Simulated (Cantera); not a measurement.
Input: 1 mol MgO, 1.1 mol F2, held at 377 °C and 0.210 bar.

Cantera equilibrium calculation (NASA polynomials, part measured and part estimated; ideal gas, pure solids and liquids). Candidate condensed phases: Mg, MgF2, MgO; 14 gas species. Rates play no part.

### Question
What is the equilibrium state?

### Answer
```json
{
 "x(O2)": "0.833",
 "x(F2)": "0.166",
 "x(F)": "0.000437",
 "x(FO2)": "5.17e-5",
 "n(MgF2(s))": "1.00 mol",
 "gas_amount": "0.6001 mol",
 "log10 activity of Mg(s) (absent)": "-79.70"
}
```
